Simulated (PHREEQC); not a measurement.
A solution holds 140 mmol/kgw HNO3, 0.57 mmol/kgw AlCl3 and 0.26 mmol/kgw MgCl2, at 25 °C. Closed to the air; pH follows from the charge balance.

Computed with PHREEQC (ion-association model, phreeqc.dat).

Question: The ionic strength comes out as 0.144 mol/kgw. What activity coefficients do Mg+2, Cl-, NO3-, Al+3, H+ get?

Answer: Mg+2 0.37, Cl- 0.74, NO3- 0.72, Al+3 0.15, H+ 0.81.

No solid was allowed to form.
